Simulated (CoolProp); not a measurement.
Properties of R123 along the isotherm 461.8 K.

The numbers come from the reference Helmholtz-energy equation of state, Younglove 1994 in CoolProp. It is a modified Benedict-Webb-Rubin equation, recast in Helmholtz form.

| p (MPa) | phase | Z | cv (kJ/(kg K)) | Joule-Thomson coefficient (K/MPa) | expansivity (1/kK) | conductivity (mW/(m K)) | fugacity coefficient |
|---|---|---|---|---|---|---|---|
| 0.0289 | gas | 0.9974 | 0.7826 | 9.717 | 2.186 | 18.5 | 0.9974 |
| 0.0437 | gas | 0.9960 | 0.7828 | 9.730 | 2.196 | 18.6 | 0.9960 |
| 0.0659 | gas | 0.9940 | 0.7831 | 9.749 | 2.212 | 18.6 | 0.9940 |
| 0.0994 | gas | 0.9910 | 0.7835 | 9.778 | 2.237 | 18.6 | 0.9910 |
| 0.15 | gas | 0.9863 | 0.7842 | 9.823 | 2.274 | 18.7 | 0.9865 |
| 0.226 | gas | 0.9793 | 0.7853 | 9.892 | 2.332 | 18.7 | 0.9796 |
| 0.341 | gas | 0.9685 | 0.7870 | 10.000 | 2.424 | 18.8 | 0.9693 |
| 0.515 | gas | 0.9519 | 0.7896 | 10.17 | 2.573 | 19.0 | 0.9538 |
| 0.777 | gas | 0.9261 | 0.7938 | 10.46 | 2.826 | 19.3 | 0.9305 |
| 1.17 | gas | 0.8854 | 0.8008 | 10.96 | 3.287 | 19.7 | 0.8958 |
| 1.77 | gas | 0.8174 | 0.8136 | 11.93 | 4.285 | 20.5 | 0.8434 |
| 2.67 | gas | 0.6950 | 0.8406 | 14.15 | 7.395 | 22.4 | 0.7652 |
| 4.02 | supercritical | 0.2542 | 0.9280 | 11.98 | 124.1 | 38.9 | 0.6377 |
| 6.07 | supercritical | 0.2647 | 0.8626 | 1.880 | 7.714 | 43.2 | 0.4659 |
| 9.15 | supercritical | 0.3636 | 0.8463 | 0.7979 | 4.383 | 46.9 | 0.3511 |

Thermal conductivity comes from a separate model (Laesecke 1996).
